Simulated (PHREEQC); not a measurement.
1.4 g of hydrous ferric oxide (600 m²/g; 0.2 weak and 0.005 strong sites per Fe, Dzombak-Morel constants, diffuse double layer) in 1 kg of water with 0.3 mol/kgw of an inert sodium salt and 5.3e-05 mol H3BO3, at 25 °C; the pH is set by adding NaOH or the inert anion's acid. O2 is buffered at 0.21 atm. No CO2 enters from the air. No solid was allowed to form.

Base run: PHREEQC, ion-association model, wateq4f.dat. Each further column changes one thing. The table gives B sorbed (%).

```tsv
pH	base	background salt from 0.3 to 0.03 mol/kgw	oxide from 1.4 to 7 g/kgw	0.0025 mol/kgw Na2SO4 added
4	0.1	0.3	0.4	0.0
4.38	0.2	0.5	0.8	0.0
5.12	0.4	0.7	[?]	0.1
5.5	0.6	0.8	[?]	0.2
5.88	0.7	0.9	[?]	0.4
6.62	0.9	1.0	[?]	0.8
7	1.0	1.0	[?]	0.9
7.38	1.0	1.0	4.9	1.0
8.12	1.0	0.9	4.6	1.0
8.5	0.8	0.8	[?]	0.8
8.88	0.6	0.7	[?]	0.6
9.62	0.2	0.3	0.9	0.2
10	0.1	0.1	0.4	0.1
```

**Question.** What belongs in the gaps?

**Answer.** 
- 5.12, oxide from 1.4 to 7 g/kgw: 2.1
- 5.5, oxide from 1.4 to 7 g/kgw: 2.9
- 5.88, oxide from 1.4 to 7 g/kgw: 3.6
- 6.62, oxide from 1.4 to 7 g/kgw: 4.5
- 7, oxide from 1.4 to 7 g/kgw: 4.8
- 8.5, oxide from 1.4 to 7 g/kgw: 4.0
- 8.88, oxide from 1.4 to 7 g/kgw: 3.0
